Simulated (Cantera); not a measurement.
Input (Python, Cantera) and output of one run.

```python
import numpy as np
import cantera as ct

gas_names = [...]  # 115 gases of nasa_gas.yaml made of C, Ca, H, O
cond_names = """
    C(gr) C6H6(L) C7H8(L) C8H18(L),n-octa Ca(a) Ca(b) Ca(L) CaCO3(caL) CaO(s) CaO(L) CaO2H2(s) H2O(s)
    H2O(L)
""".split()


# ... load() reads the species with a 1 bar reference pressure and builds the phases ...
atoms = {
    'CaCO3': {'Ca': 1, 'C': 1, 'O': 3},
    'H2': {'H': 2},
    'H2O': {'H': 2, 'O': 1},
}
top_T = {'C(gr)': 4500}  # K; cautious upper limits of use, not melting points


# ... equilibrate(T, P, feed) seeds the gas with the atoms and calls Mixture.equilibrate('TP', solver="vcs", rtol=1e-11, max_steps=5000) ...
results = []
feed = {'CaCO3': 1, 'H2': 0.91, 'H2O': 0.21}  # mol
T = 2100  # K
P = 270  # Pa
mix = equilibrate(T, P, feed)
results.append((T, P, feed, dict(zip(mix.species_names, mix.species_moles))))
print(gas.report(threshold=0.0001))
for i in range(1, mix.n_phases):
    print(f"{mix.phase(i).name:16s} {mix.phase_moles(i):12.5e} mol")
```

It prints:

```
       temperature   2100 K
          pressure   270 Pa
           density   0.00035617 kg/m^3
  mean mol. weight   23.033 kg/kmol
   phase of matter   gas

                          1 kg             1 kmol
                     ---------------   ---------------
          enthalpy       -4.9453e+06       -1.1391e+08  J
   internal energy       -5.7034e+06       -1.3137e+08  J
           entropy             13969        3.2174e+05  J/K
    Gibbs function        -3.428e+07       -7.8956e+08  J
 heat capacity c_p            2000.4             46076  J/K
 heat capacity c_v            1639.5             37762  J/K

                      mass frac. Y      mole frac. X     chem. pot. / RT
                     ---------------   ---------------   ---------------
                CO           0.35317           0.29042           -41.351
               CO2           0.33139           0.17344            -62.17
                 H        0.00093809          0.021435           -13.804
                H2          0.011185           0.12779           -27.609
               H2O           0.29496           0.37711           -48.427
                 O        0.00062558        0.00090062           -20.818
                OH         0.0055605         0.0075308           -34.623
                O2         0.0015739         0.0011329           -41.636
     [ +107 minor]        0.00060383        0.00023895

C(gr)             0.00000e+00 mol
Ca(L)             0.00000e+00 mol
CaO(s)            9.99485e-01 mol
```

Method: chemical equilibrium by Gibbs-energy minimisation in Cantera with the NASA 1993 tables (ideal gas, pure condensed phases).
